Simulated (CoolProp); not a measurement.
C2F6 (R116) along the isotherm 314.5 K: fugacity coefficient from the reference equation and from simpler models built on Tc = 293.0 K, pc = 30.48 bar, ω = 0.257; each cubic takes its own stable root.

The numbers come from the reference Helmholtz-energy equation of state, Lemmon 2006 in CoolProp. It is a short technical equation, of lower accuracy than the large ones.

```tsv
p (bar)	phase	reference
1.09	gas	0.9907
2.18	gas	0.9814
3.27	gas	0.9721
4.35	gas	0.9630
5.44	gas	0.9538
6.53	gas	0.9446
7.62	gas	0.9354
8.71	gas	0.9263
9.8	gas	0.9172
10.9	gas	0.9080
12	gas	0.8989
13.1	gas	0.8897
14.1	gas	0.8815
15.2	gas	0.8724
```

Task: How far does each simpler model (van der Waals, Redlich-Kwong, Soave-Redlich-Kwong, Peng-Robinson) lie from the reference over these 14 states: mean and median of the absolute difference, and the worst?

Result: 
- van der Waals: mean 0.3 %, median 0.3 %, worst +0.5 % at 314.5 K and 15.2 bar
- Redlich-Kwong: mean 0.4 %, median 0.4 %, worst -0.8 % at 314.5 K and 15.2 bar
- Soave-Redlich-Kwong: mean 0.1 %, median 0.1 %, worst -0.2 % at 314.5 K and 15.2 bar
- Peng-Robinson: mean 1.1 %, median 1.1 %, worst -1.9 % at 314.5 K and 15.2 bar
